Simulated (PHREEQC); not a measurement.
Sulfide liquor: an equilibrium model

Solution (20 °C): 3 mmol/kgw Na2S and 0.21 mmol/kgw NaCl. Closed to the air; pH follows from the charge balance.

Computed with PHREEQC (ion-association model, phreeqc.dat).

Each row changes one thing in this solution. Precipitation was switched off in this run.

| case | pH | ionic strength (mol/kgw) | H2S (mol/kgw) |
|---|---|---|---|
| as made | 11.59 | 0.00633 | 6.99e-8 |
| diluted 100-fold with water | [?] | 6.21e-5 | 6.97e-8 |
| diluted 5-fold with water | 10.92 | [?] | 7.00e-8 |
| NaCl left out | 11.59 | 0.00612 | 6.99e-8 |
| NaCl from 0.00021 to 0.000189 mol/kgw | 11.59 | 0.00631 | 6.99e-8 |
| Na2S from 0.003 to 0.0006 mol/kgw | 10.92 | [?] | 7.00e-8 |
| Na2S replaced by NH4HS at the same molality | 8.20 | 0.00304 | [?] |
| diluted 2-fold with water | 11.30 | 0.00314 | 7.00e-8 |

### Question
Some entries are withheld; supply them.

### Answer

- diluted 100-fold with water, pH: 9.64
- diluted 5-fold with water, ionic strength (mol/kgw): 0.00125
- Na2S from 0.003 to 0.0006 mol/kgw, ionic strength (mol/kgw): 0.00142
- Na2S replaced by NH4HS at the same molality, H2S (mol/kgw): 0.000170

Species that the database lacks are ignored.
